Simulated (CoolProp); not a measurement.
A single-stage vapour-compression cycle with dimethyl carbonate: evaporating at 320.15 K (dew point), condensing at 364.15 K (bubble point), superheat 2 K, subcooling 5 K, compressor efficiency 0.65, no pressure losses. Each further row changes one setting.

The numbers come from the reference Helmholtz-energy equation of state, Zhou 2011 in CoolProp.

```json
[
 {"case": "as stated", "cooling COP": "4.28", "pressure ratio": "5.09", "discharge temperature (K)": "382.7", "refrigerating effect (kJ/kg)": "333", "volumetric capacity (kJ/m³)": "231"},
 {"case": "evaporating temperature 325.15 K", "cooling COP": "4.98", "pressure ratio": "4.12", "discharge temperature (K)": "380.1", "refrigerating effect (kJ/kg)": "339", "volumetric capacity (kJ/m³)": "287"},
 {"case": "condensing temperature 359.15 K", "cooling COP": "4.91", "pressure ratio": "4.34", "discharge temperature (K)": "376.7", "refrigerating effect (kJ/kg)": "343", "volumetric capacity (kJ/m³)": "238"},
 {"case": "subcooling 10 K", "cooling COP": "4.40", "pressure ratio": "5.09", "discharge temperature (K)": "382.7", "refrigerating effect (kJ/kg)": "343", "volumetric capacity (kJ/m³)": "238"},
 {"case": "superheat 12 K", "cooling COP": "4.31", "pressure ratio": "5.09", "discharge temperature (K)": "393.2", "refrigerating effect (kJ/kg)": "345", "volumetric capacity (kJ/m³)": "232"},
 {"case": "compressor efficiency 0.55", "cooling COP": "3.62", "pressure ratio": "5.09", "discharge temperature (K)": "392.6", "refrigerating effect (kJ/kg)": "333", "volumetric capacity (kJ/m³)": "231"}
]
```
